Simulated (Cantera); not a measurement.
Feed: 1 mol BCl₃, 1.7 mol O₂, 150 mol N₂, at 1123 K and 7.30 mbar.

Method: chemical equilibrium by Gibbs-energy minimisation in Cantera with the NASA 1993 tables (ideal gas, pure condensed phases). Candidate condensed phases: B, BN, B₂O₃; 25 gas species. Equilibrium is a limit: real reactors are often held back by kinetics, nucleation or transport.

**Question.** What is the equilibrium state?

**Answer.** 
| Property | Result |
|---|---|
| x(N₂) | 0.983 |
| x(Cl₂) | 0.00873 |
| x(O₂) | 0.00621 |
| x(Cl) | 0.00219 |
| x(NO) | 2.00e-5 |
| n(B₂O₃(l)) | 0.500 mol |
| gas amount | 152.6 mol |
| log10 activity of B(s) (absent) | -19.81 |
